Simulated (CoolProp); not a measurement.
A closed Brayton cycle with carbon dioxide: compressor inlet 326.15 K and 9.4 MPa, high pressure 32.9 MPa, turbine inlet 705 K, compressor efficiency 0.89, turbine efficiency 0.9, recuperator effectiveness 0 (on enthalpy, no pinch check). Each further row changes one setting.

The numbers come from the reference Helmholtz-energy equation of state, Span 1996 in CoolProp.

| case | thermal efficiency (%) | net work (kJ/kg) | compressor to turbine work | compressor exit (K) | turbine exit (K) |
|---|---|---|---|---|---|
| as stated | 18.0 | 72.3 | 0.46 | 420.0 | 568.2 |
| turbine inlet 655 K | 17.7 | 59.9 | 0.50 | 420.0 | 523.2 |
| compressor inlet 336.15 K | 17.3 | 63.0 | 0.53 | 441.9 | 568.2 |
| high pressure 28 MPa | 16.2 | 67.3 | 0.43 | 407.6 | 585.3 |
| recuperator effectiveness 0.5 | 22.9 | 72.3 | 0.46 | 420.0 | 568.2 |
